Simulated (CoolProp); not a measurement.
Vapour-liquid equilibrium of p-xylene (1) + n-nonane (2) at 533.1 K; x and y are mole fractions of (1).

Values from CoolProp's multi-fluid Helmholtz-energy mixture model, Zhou 2012 and Lemmon 2006; pair parameters Bell 2016.

```tsv
x	bubble pressure (bar)	y at the bubble point	dew pressure at overall composition x (bar)	liquid density (mol/L)
0.05	9.453	0.058	9.436	3.844
0.125	9.634	0.143	9.595	3.950
0.2	9.808	0.225	9.754	4.061
0.275	9.976	0.305	9.913	4.179
0.35	10.14	0.383	10.07	4.304
0.425	10.30	0.460	10.23	4.435
0.5	10.46	0.535	10.39	4.573
0.575	10.62	___	10.55	4.719
0.65	10.78	0.681	10.71	4.872
0.725	10.94	0.752	10.88	5.035
0.8	11.10	0.821	11.05	___
0.875	11.26	0.890	11.23	5.388
0.95	___	0.957	11.41	5.581
```

Task: What belongs in the gaps?

Result: 
- 0.575, y at the bubble point: 0.608
- 0.8, liquid density (mol/L): 5.207
- 0.95, bubble pressure (bar): 11.43

No azeotrope shows between x = 0.05 and 0.95.

Pair parameters are fitted to limited data, so mixtures are less certain than the pure fluids.
